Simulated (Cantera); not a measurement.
A freely propagating, adiabatic, planar premixed flame of CH4 : CO : O2 : N2 = 1 : 0.58 : 2.52 : 6.54 (molar parts), unburnt at 373 K and 0.300 bar; mixture-averaged transport, grid criteria slope 0.08 and curve 0.16, no radiation.

Model: GRI-Mech 3.0 (53 species, 325 reactions), integrated in Cantera. Burning velocities carry a grid error of a few per cent, more on coarse grids.

Question: How do the results move with these cheaper or finer settings: unity-Lewis-number transport; multicomponent transport; multicomponent+Soret transport; grid criteria slope 0.5, curve 1; grid criteria slope 0.25, curve 0.5; grid criteria slope 0.03, curve 0.06?

Answer: 
```
setting                               laminar burning velocity  thermal thickness  peak x(CH2CO)  peak x(C2H2)  grid points
------------------------------------  ------------------------  -----------------  -------------  ------------  -----------
as above                                              125 cm/s           0.782 mm        5.72e-5       4.07e-5          185
unity-Lewis-number transport                         87.5 cm/s           0.887 mm        3.82e-5       2.36e-5          171
multicomponent transport                              125 cm/s           0.793 mm        5.81e-5       4.16e-5          186
multicomponent+Soret transport                        123 cm/s           0.787 mm        5.51e-5       3.82e-5          186
grid criteria slope 0.5, curve 1                      135 cm/s           0.889 mm        5.38e-5       3.91e-5           46
grid criteria slope 0.25, curve 0.5                   128 cm/s           0.819 mm        5.56e-5       3.98e-5           81
grid criteria slope 0.03, curve 0.06                  124 cm/s           0.774 mm        5.74e-5       4.08e-5          397
```
The base run took about 8 core-seconds (a rough figure).
Unity Lewis numbers drop preferential diffusion, which matters most where H2 and H carry the flame; Soret adds thermal diffusion.
